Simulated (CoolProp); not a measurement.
Vapour-liquid equilibrium of benzene (1) + ethylbenzene (2) at 1.71 bar; x and y are mole fractions of (1).

Computed with CoolProp (multi-fluid Helmholtz-energy mixture model, Thol 2012 and Zhou 2012; pair parameters Bell 2016).

| x | bubble temperature, mixture model (K) | bubble temperature, Raoult's law (K) | y, mixture model | y, Raoult's law |
|---|---|---|---|---|
| 0.05 | 425.4 | 424.2 | 0.143 | 0.174 |
| 0.2 | 413.0 | 410.0 | 0.466 | 0.517 |
| 0.35 | 402.4 | 399.2 | 0.674 | 0.709 |
| 0.5 | 393.2 | 390.6 | 0.809 | 0.826 |
| 0.65 | 385.3 | 383.6 | 0.897 | 0.902 |
| 0.8 | 378.6 | 377.8 | 0.954 | 0.953 |
| 0.95 | 372.9 | 372.7 | 0.991 | 0.990 |

The largest gap from Raoult's law is +3.2 K in bubble temperature, at x = 0.35. No azeotrope shows between x = 0.05 and 0.95.

The pair parameters rest on a limited set of measurements; away from them the model extrapolates.
